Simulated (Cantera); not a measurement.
## Low-pressure radical oxidation in H2/O2

An isothermal, constant-pressure homogeneous reactor starts with H2 : O2 = 0.053 : 1 (molar parts), equivalence ratio 0.026, at 1350 K and 220 Pa.

Model: GRI-Mech 3.0 (53 species, 325 reactions), integrated in Cantera. Radical loss at walls, strong at low pressure, is not modelled. The temperature is held fixed by assumption; the heat of reaction is taken as removed at once.

```
t (s)         x H2   x O2      x OH     x H2O       x H       x O
--------  --------  -----  --------  --------  --------  --------
0.000400    0.0503  0.950   2.35e-8   1.13e-8   2.07e-8   2.66e-8
0.00133     0.0503  0.950   2.44e-7   3.21e-7   1.36e-7   3.05e-7
0.00443     0.0502  0.950   6.24e-5  0.000112   3.27e-5   7.98e-5
0.0147    0.000958  0.907   0.00549    0.0433   0.00661    0.0365
0.0490    0.000852  0.907   0.00527    0.0437   0.00631    0.0365
0.163     0.000818  0.909   0.00517    0.0441   0.00589    0.0348
0.543     0.000716  0.915   0.00485    0.0451   0.00473    0.0299
1.81      0.000470  0.927   0.00395    0.0473   0.00242    0.0190
6.01      0.000160  0.941   0.00233    0.0499  0.000459   0.00624
20.0       2.61e-5  0.947  0.000942    0.0511   2.96e-5  0.001000
```
x: mole fraction; the columns are a selection and need not sum to one.

Equilibrium at this temperature and pressure: H2 2.32e-7, O2 0.948, OH 8.89e-5, H2O 0.0516, H 2.46e-8, O 8.82e-6 (gas phase only).
